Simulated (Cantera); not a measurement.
Hydrocarbon pyrolysis for carbon deposition

A perfectly stirred reactor is fed with C3H8 : H2 = 1 : 18 (molar parts), at 10.00 Torr; it is held at 1300 K, and followed from long to short residence time.

Model: GRI-Mech 3.0 (53 species, 325 reactions), integrated in Cantera. GRI-Mech 3.0 was tuned for natural gas; its chemistry of propane as a main component is partial and can be far from experiment. GRI-Mech 3.0 stops at C3 and has no aromatics, soot or wall deposition, so with more carbon than oxygen in the feed, carbon stays in small species such as C2H2 where larger ones or solid carbon would form. Radical loss at walls, strong at low pressure, is not modelled.

```tsv
τ (s)	x C3H8	x H2	x C2H4	x C2H	x CH2	x H	x C2H2
8.9	6.67e-5	0.906	0.00430	1.57e-9	3.16e-9	7.11e-5	0.0445
3.1	0.000150	0.904	0.00693	1.92e-9	5.81e-9	9.45e-5	0.0410
1.1	0.000337	0.903	0.0116	2.16e-9	1.01e-8	0.000122	0.0356
0.37	0.000793	0.902	0.0194	2.15e-9	1.76e-8	0.000158	0.0275
0.13	0.00179	0.902	0.0279	1.83e-9	3.07e-8	0.000200	0.0184
0.045	0.00402	0.903	0.0345	1.26e-9	5.63e-8	0.000251	0.0102
0.016	0.00886	0.908	0.0361	6.45e-10	1.00e-7	0.000291	0.00448
0.0054	0.0204	0.918	0.0288	1.55e-10	1.50e-7	0.000276	0.00115
0.0019	0.0380	0.934	0.0133	1.11e-11	1.28e-7	0.000187	0.000124
0.00065	0.0494	0.944	0.00288	<1e-12	4.07e-8	8.60e-5	4.05e-6
0.00023	0.0521	0.947	0.000446	<1e-12	4.85e-9	3.25e-5	7.83e-8
```
x: mole fraction; the columns are a selection and need not sum to one.
